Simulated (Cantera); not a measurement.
Input (Python, Cantera):

```python
import numpy as np
import cantera as ct

gas = ct.Solution("gri30.yaml")
gas.TPX = 1225, 33000, {'CO': 2.8, 'H2': 0.18, 'O2': 0.295, 'N2': 1.11}
reactor = ct.IdealGasReactor(gas, energy="on", clone=False)
net = ct.ReactorNet([reactor])
net.rtol, net.atol = 1e-08, 1e-16
show = ['CO', 'H2', 'O2', 'NO', 'CO2', 'N2O']
times = np.geomspace(2e-06, 2, 10)

steps = ct.SolutionArray(gas, extra=["t"])
rows = []
print(f"{'t/s':>10s}{'T/K':>9s}{'P/Pa':>11s}" + "".join(f"{s:>11s}" for s in show))
for t in times:
    while net.time < t:
        t_next = net.step()
        steps.append(gas.state, t=t_next)
    rows.append([np.interp(t, steps.t, y) for y in (steps.T, steps.P, *steps(*show).X.T)])
    print(f"{t:10.3e}{rows[-1][0]:9.1f}{rows[-1][1]:11.4g}" + "".join(f"{x:11.3e}" for x in rows[-1][2:]))
rate = np.gradient(steps.T, steps.t)
print("integrator steps:", len(steps.t))
if steps.T.max() > steps.T[0] + 200:
    print(f"time of steepest temperature rise: {steps.t[rate.argmax()]:.4e} s")
gas.TPX = 1225, 33000, {'CO': 2.8, 'H2': 0.18, 'O2': 0.295, 'N2': 1.11}
gas.equilibrate("UV")
print(f"equilibrium (UV): T = {gas.T:.1f} K  " + "  ".join(f"{s} {gas[s].X[0]:.3e}" for s in show))
```

Result:

```
       t/s      T/K       P/Pa         CO         H2         O2         NO        CO2        N2O
 2.000e-06   1225.0    3.3e+04  6.385e-01  4.105e-02  6.727e-02  6.431e-21  2.121e-09  4.134e-17
 9.283e-06   1225.0    3.3e+04  6.385e-01  4.105e-02  6.727e-02  1.516e-19  1.184e-08  7.227e-16
 4.309e-05   1225.0    3.3e+04  6.385e-01  4.105e-02  6.727e-02  5.466e-18  1.415e-07  1.641e-14
 2.000e-04   1226.3  3.303e+04  6.382e-01  4.066e-02  6.692e-02  1.088e-11  3.587e-04  4.755e-11
 9.283e-04   2162.8  5.559e+04  5.557e-01  1.363e-02  2.245e-03  3.864e-05  1.135e-01  7.136e-09
 4.309e-03   2450.3  6.178e+04  5.631e-01  1.789e-02  1.197e-04  1.083e-04  1.191e-01  5.178e-09
 2.000e-02   2463.4  6.206e+04  5.637e-01  1.819e-02  6.655e-05  1.615e-04  1.191e-01  5.271e-09
 9.283e-02   2462.8  6.204e+04  5.637e-01  1.820e-02  6.616e-05  2.215e-04  1.191e-01  5.724e-09
 4.309e-01   2462.7  6.204e+04  5.637e-01  1.820e-02  6.614e-05  2.245e-04  1.191e-01  5.751e-09
 2.000e+00   2462.7  6.204e+04  5.637e-01  1.820e-02  6.614e-05  2.245e-04  1.191e-01  5.751e-09
integrator steps: 1447
time of steepest temperature rise: 3.1469e-04 s
equilibrium (UV): T = 2462.7 K  CO 5.637e-01  H2 1.820e-02  O2 6.614e-05  NO 2.245e-04  CO2 1.191e-01  N2O 5.751e-09
```

Model: GRI-Mech 3.0 (53 species, 325 reactions), integrated in Cantera.
